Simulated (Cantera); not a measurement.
A closed system holds: 1 mol Si, 0.029 mol H₂O, 5 mol H₂, equilibrated at 1627 °C and 28.0 Pa.

Cantera equilibrium calculation (NASA polynomials, part measured and part estimated; ideal gas, pure solids and liquids). Candidate condensed phases: H₂O, Si, SiO₂; 18 gas species. Gases not in the tables: Si₂H₆ and higher silanes. The numbers say what is thermodynamically allowed, not how fast it happens.

Base state: H₂ 0.903, H 0.0451, Si 0.0450, SiO 0.00534, SiH 0.000622, Si₂ 0.000362, Si₃ 8.16e-5, SiH₂ 5.27e-5 (mole fractions); condensed: Si(l).

Problem. What changes in the equilibrium state with this change: 0.11 mol O₂ added?

Solution. 
```tsv
species	before	after
H₂	0.903	0.866
Si	0.0450	0.0450
H	0.0451	0.0441
SiO	0.00534	0.0440
SiH₂	5.27e-5	5.05e-5
SiH	0.000622	0.000609
Si(l), mol	0.718	0.487
```
